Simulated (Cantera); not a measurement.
Source: NASA polynomial tables (part measured, part estimated), evaluated in Cantera. Values are per mole of reaction as written; species without (g) are pure solids or liquids, kept so even where they would boil at 1 bar.

4 Al + O2(g) → 2 Al2O(g)

```
T (K)  ΔH° (kJ)  ΔS° (J/K)  ΔG° (kJ)  log10 K  condensed phases
-----  --------  ---------  --------  -------  ----------------
350      -291.5      182.7    -355.5    53.05             Al(s)
500           …          …         …        …             Al(s)
650           …          …         …        …             Al(s)
800      -304.1      160.4    -432.4    28.23             Al(s)
950           …          …         …        …             Al(l)
```

Question: Fill in the missing entries.

Answer: 
- 500, ΔH° (kJ): -295.1
- 500, ΔS° (J/K): 174.2
- 500, ΔG° (kJ): -382.2
- 500, log10 K: 39.93
- 650, ΔH° (kJ): -299.1
- 650, ΔS° (J/K): 167.3
- 650, ΔG° (kJ): -407.8
- 650, log10 K: 32.77
- 950, ΔH° (kJ): -353.4
- 950, ΔS° (J/K): 107.1
- 950, ΔG° (kJ): -455.2
- 950, log10 K: 25.03
